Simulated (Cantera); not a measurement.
Input: 1 mol PbO, 7.7 mol C, 4.2 mol H2, 0.9 mol CH4, equilibrated at 0.100 bar.

These are equilibrium values from Cantera (NASA tables, ideal gas, pure condensed phases), not measurements of a reactor. Candidate condensed phases: C, C6H6, C7H8, C8H18, H2O, Pb, PbO, PbO2, Pb3O4; 113 gas species. Equilibrium is a limit: real reactors are often held back by kinetics, nucleation or transport.

Problem. At 752 °C, list the 6 most abundant gas species with their mole fractions, and the condensed phases.

Solution. H2 0.851, CO 0.140, CH4 0.00532, H2O 0.00315, CO2 0.000671, Pb 0.000278. Condensed: C(graphite) + Pb(l).
